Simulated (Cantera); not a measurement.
An isothermal, constant-pressure homogeneous reactor starts with 41.2 % CH₄, 49.4 % CO₂, 9.47 % H₂, at 1600 K and 830000 Pa.

Detailed kinetics in Cantera: GRI-Mech 3.0 (53 species, 325 reactions).

Problem. Predict: x(CH₄) at 3.00 s; x(CO₂) at 3.00 s; x(H₂) at 3.00 s; x(CH₃) at 3.00 s.

Solution. 
| Quantity | Result |
|---|---|
| x(CH₄) at 3.00 s | 0.0566 (gas-phase equilibrium 0.000143) |
| x(CO₂) at 3.00 s | 0.0411 (gas-phase equilibrium 0.0116) |
| x(H₂) at 3.00 s | 0.348 (gas-phase equilibrium 0.470) |
| x(CH₃) at 3.00 s | 3.69e-5 (gas-phase equilibrium 8.06e-8) |
